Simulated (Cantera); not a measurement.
What does this Cantera script print?

```python
import numpy as np
import cantera as ct

gas = ct.Solution("gri30.yaml")
gas.TPX = 300, 32000, {'CO': 1, 'H2': 1.1, 'O2': 1.57, 'N2': 7.05}
flame = ct.FreeFlame(gas, width=0.089)
flame.set_refine_criteria(ratio=3, slope=0.08, curve=0.16)
flame.transport_model = "mixture-averaged"
flame.solve(loglevel=0, auto=True)
z, T = flame.grid, flame.T
thick = (T[-1] - T[0]) / np.gradient(T, z).max()
show = ['CO', 'H2', 'O2', 'OH', 'H2O2', 'O']
print(f"laminar burning velocity  {flame.velocity[0] * 100:.3f} cm/s")
print(f"burnt temperature         {T[-1]:.1f} K")
print(f"thermal thickness         {thick * 1e3:.4f} mm")
print(f"grid points               {len(z)}")
z0 = z[flame.heat_release_rate.argmax()]
print(f"{'z/mm':>9s}{'T/K':>9s}{'u/(m/s)':>9s}" + "".join(f"{s:>11s}" for s in show))
rows = []
for k in (-3, -2, -1.5, -1, -0.5, -0.25, 0, 0.25, 0.5, 1, 2, 4, 8):
    zz = z0 + k * thick
    rows.append([k * thick, np.interp(zz, z, T), np.interp(zz, z, flame.velocity),
                 *(np.interp(zz, z, flame.X[gas.species_index(s)]) for s in show)])
    print(f"{rows[-1][0] * 1e3:9.3f}{rows[-1][1]:9.1f}{rows[-1][2]:9.3f}" + "".join(f"{x:11.3e}" for x in rows[-1][3:]))
```

Result:

```
laminar burning velocity  54.466 cm/s
burnt temperature         1847.5 K
thermal thickness         1.9824 mm
grid points               110
     z/mm      T/K  u/(m/s)         CO         H2         O2         OH       H2O2          O
   -5.947    300.0    0.545  9.329e-02  1.026e-01  1.465e-01  5.366e-17  1.395e-11  4.758e-13
   -3.965    300.0    0.544  9.332e-02  1.023e-01  1.465e-01  2.651e-15  1.000e-09  2.247e-11
   -2.974    300.1    0.544  9.339e-02  1.016e-01  1.466e-01  4.172e-14  1.293e-08  2.026e-10
   -1.982    300.9    0.544  9.369e-02  9.861e-02  1.471e-01  6.256e-12  3.335e-07  2.937e-09
   -0.991    343.5    0.611  9.455e-02  8.171e-02  1.486e-01  4.697e-07  3.193e-05  3.466e-07
   -0.496    602.3    1.052  8.828e-02  5.820e-02  1.405e-01  2.502e-04  4.728e-05  5.957e-05
    0.000    967.4    1.665  7.266e-02  3.077e-02  1.170e-01  7.367e-04  4.068e-06  1.544e-03
    0.496   1223.4    2.084  5.164e-02  1.158e-02  8.896e-02  2.211e-03  1.608e-06  5.270e-03
    0.991   1373.3    2.319  3.462e-02  5.836e-03  7.396e-02  3.482e-03  1.082e-06  7.054e-03
    1.982   1524.6    2.547  1.869e-02  4.618e-03  6.463e-02  4.706e-03  5.481e-07  6.582e-03
    3.965   1652.6    2.739  1.117e-02  3.467e-03  6.017e-02  5.024e-03  2.566e-07  4.531e-03
    7.930   1742.1    2.872  7.160e-03  2.045e-03  5.791e-02  4.353e-03  1.312e-07  2.507e-03
   15.859   1798.7    2.954  3.824e-03  1.017e-03  5.646e-02  3.289e-03  7.171e-08  1.194e-03
```

Cantera simulation using GRI-Mech 3.0 (53 species, 325 reactions); the numbers are that mechanism's predictions, not measurements. Burning velocities carry a grid error of a few per cent, more on coarse grids.
